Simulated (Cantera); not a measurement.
An adiabatic, constant-pressure homogeneous reactor starts with CO : H₂ : O₂ : N₂ : H₂O = 1 : 0.98 : 2.36 : 8.86 : 0.52 (molar parts), at 1323 K and 4.93 atm.

Detailed kinetics in Cantera: GRI-Mech 3.0 (53 species, 325 reactions). The hydrogen kinetics of GRI-Mech 3.0 are dated; newer H2 mechanisms differ, most at raised pressure.

Problem. Predict: time of steepest temperature rise; temperature at 2.00 s; equilibrium temperature; x(CO) at 2.00 s; x(H₂) at 2.00 s; x(O₂) at 2.00 s; x(H₂O₂) at 2.00 s; x(CO₂) at 2.00 s; x(OH) at 2.00 s.

Solution. 
| Item | Value |
|---|---|
| time of steepest temperature rise | 10.3 µs |
| temperature at 2.00 s | 2312 K |
| equilibrium temperature | 2312 K |
| x(CO) at 2.00 s | 0.00136 (gas-phase equilibrium 0.00136) |
| x(H₂) at 2.00 s | 0.000361 (gas-phase equilibrium 0.000361) |
| x(O₂) at 2.00 s | 0.101 (gas-phase equilibrium 0.101) |
| x(H₂O₂) at 2.00 s | 3.73e-7 (gas-phase equilibrium 3.73e-7) |
| x(CO₂) at 2.00 s | 0.0770 (gas-phase equilibrium 0.0770) |
| x(OH) at 2.00 s | 0.00459 (gas-phase equilibrium 0.00459) |
